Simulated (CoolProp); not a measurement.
Vapour-liquid equilibrium of propane (1) + R152A (2) at 2.01 MPa; x and y are mole fractions of (1).

The numbers come from the multi-fluid Helmholtz-energy mixture model, Lemmon 2009 and Outcalt 1996; pair parameters Bell 2016 in CoolProp.

Q: Give the bubble temperature and the first vapour's composition at x = 0.05, 0.35, 0.55. Is there an azeotrope?

A: x = 0.05: 68.9 °C, y = 0.100; x = 0.35: 55.4 °C, y = 0.463; x = 0.55: 52.3 °C, y = 0.598. y crosses x between x = 0.65 and 0.75: the model has an azeotrope there.

The pair parameters rest on a limited set of measurements; away from them the model extrapolates.
